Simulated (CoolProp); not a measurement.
Vapour-liquid equilibrium of R22 (1) + R134a (2) at 3.19 bar; x and y are mole fractions of (1).

Computed with CoolProp (multi-fluid Helmholtz-energy mixture model, Kamei 1995 and Tillner-Roth 1994; pair parameters Bell 2016).

```tsv
x	bubble temperature (K)	y at the bubble point	dew temperature at overall composition x (K)	liquid density (mol/L)
0.05	274.3	0.086	274.8	12.74
0.2	271.1	0.305	272.6	13.11
0.35	268.4	0.479	270.4	13.49
0.5	266.1	0.623	268.0	13.88
0.65	264.1	0.749	265.6	14.28
0.8	262.3	0.861	263.2	14.71
0.95	260.7	0.966	260.9	15.16
```

No azeotrope shows between x = 0.05 and 0.95.

Pair parameters are fitted to limited data, so mixtures are less certain than the pure fluids.
